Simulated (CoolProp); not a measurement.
R245fa at several states: Z from the reference equation and from simpler models built on Tc = 427.0 K, pc = 36.51 bar, ω = 0.378; each cubic takes its own stable root.

Values from CoolProp's reference Helmholtz-energy equation of state, Akasaka 2015.

```tsv
T (K)	p (bar)	phase	reference	van der Waals	Redlich-Kwong	Soave-Redlich-Kwong
228.7	1.72	liquid	0.008018	0.01369	0.009243	0.008893
357.2	0.309	gas	0.9945	0.9961	0.9952	0.9947
211.7	21.1	liquid	0.1034	0.1760	0.1190	0.1152
193.8	0.164	liquid	0.0008568	0.9920	0.0009896	0.0009616
```

At some of these states van der Waals gives the other phase, because its saturation line lies elsewhere.
